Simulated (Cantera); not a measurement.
Charge: 1 mol H₂S, 0.67 mol H₂O, 0.057 mol O₂, held at 1998.15 K and 0.0100 bar.

Equilibrium computed with Cantera from the NASA thermochemical tables; the gas is ideal and each condensed phase is pure. Candidate condensed phases: H₂O, H₂SO₄, S; 19 gas species. The numbers say what is thermodynamically allowed, not how fast it happens.

Base state: H₂ 0.473, H₂O 0.237, S₂ 0.162, SO 0.0367, SO₂ 0.0357, SH 0.0197, S 0.0126, H₂S 0.0113 (mole fractions); condensed: gas only.

**Question.** What changes in the equilibrium state with this change: temperature from 1998.15 K to 525 K?

**Answer.** 
| species | before | after |
|---|---|---|
| H₂S | 0.0113 | 0.526 |
| H₂O | 0.237 | 0.465 |
| S₈ | <1e-9 | 0.00822 |
| H₂ | 0.473 | 8.54e-5 |
| SO | 0.0367 | <1e-9 |
| SH | 0.0197 | <1e-9 |
| S | 0.0126 | <1e-9 |
| H | 0.0110 | <1e-9 |
| SO₂ | 0.0357 | 6.14e-5 |
| S₂ | 0.162 | 0.000903 |
| OH | 0.000549 | <1e-9 |
| S₂O | 0.000702 | 1.17e-6 |
Gases not in the tables: S₃ to S₇.

**Question.** What changes in the equilibrium state with this change: O₂ from 0.057 to 2.5 mol?

**Answer.** 
| species | before | after |
|---|---|---|
| H₂O | 0.237 | 0.442 |
| SO₂ | 0.0357 | 0.270 |
| O₂ | 2.02e-6 | 0.267 |
| H₂ | 0.473 | 0.00243 |
| S₂ | 0.162 | <1e-9 |
| H₂S | 0.0113 | 3.32e-9 |
| SH | 0.0197 | 8.08e-8 |
| S | 0.0126 | 7.23e-7 |
| SO | 0.0367 | 0.000762 |
| OH | 0.000549 | 0.0143 |
| H | 0.0110 | 0.000792 |
| S₂O | 0.000702 | <1e-9 |
| SO₃ | 2.87e-8 | 7.87e-5 |
| O | 9.38e-6 | 0.00341 |

**Question.** What changes in the equilibrium state with this change: temperature from 1998.15 K to 1323.15 K?

**Answer.** 
```json
[
 {"species": "H₂O", "before": "0.237", "after": "0.377"},
 {"species": "H₂", "before": "0.473", "after": "0.312"},
 {"species": "S₂", "before": "0.162", "after": "0.179"},
 {"species": "H₂S", "before": "0.0113", "after": "0.127"},
 {"species": "H", "before": "0.0110", "after": "8.89e-6"},
 {"species": "S", "before": "0.0126", "after": "1.68e-5"},
 {"species": "SO", "before": "0.0367", "after": "0.000263"},
 {"species": "SO₂", "before": "0.0357", "after": "0.00299"},
 {"species": "SH", "before": "0.0197", "after": "0.00173"},
 {"species": "OH", "before": "0.000549", "after": "1.55e-7"},
 {"species": "S₂O", "before": "0.000702", "after": "0.000247"}
]
```
